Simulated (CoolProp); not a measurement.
The numbers come from the reference Helmholtz-energy equation of state, Lemmon 2013 in CoolProp.

**Question.** Give the vapour pressure (MPa), vapour density (kg/m³), enthalpy of vaporisation (kJ/kg), liquid cp (kJ/(kg K)) of saturated propylene at 223.8 K.

**Answer.** 
| T (K) | p (MPa) | vapour density (kg/m³) | enthalpy of vaporisation (kJ/kg) | liquid cp (kJ/(kg K)) |
|---|---|---|---|---|
| 223.8 | 0.0936 | 2.19 | 441 | 2.18 |
